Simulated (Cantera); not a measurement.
Charge: 1 mol Si₂H₆, 0.23 mol H₂O, 130 mol N₂, at 0.100 bar.

Equilibrium computed with Cantera from the NASA thermochemical tables; the gas is ideal and each condensed phase is pure. Candidate condensed phases: H₂O, Si, SiO₂, Si₂N₂O, Si₃N₄; 35 gas species. The feed counts by its element totals alone. Mutual solubility and eutectic melting of coexisting phases are not modelled. Rates play no part. All values below are at 1700 K.

Base state: N₂ 0.975, H₂ 0.0244, SiO 0.000155, H 7.28e-5 (mole fractions); condensed: Si₂N₂O(s) + Si₃N₄(s).

**Question.** What changes in the equilibrium state with this change: H₂O from 0.23 to 29 mol?

**Answer.** 
| species | before | after |
|---|---|---|
| N₂ | 0.975 | 0.802 |
| H₂O | 1.04e-8 | 0.154 |
| H₂ | 0.0244 | 0.0432 |
| SiO | 0.000155 | 7.73e-7 |
| OH | <1e-9 | 1.79e-5 |
| H | 7.28e-5 | 9.68e-5 |
| Si₂N₂O(s), mol | 0.210 | 0 |
| Si₃N₄(s), mol | 0.520 | 0 |
| SiO₂(condensed), mol | 0 | 2.00 |
The tables hold silica as quartz up to 1696 K and as liquid above; real silica turns to tridymite and cristobalite and melts near 1996 K. Gases not in the tables: Si(OH)₄.
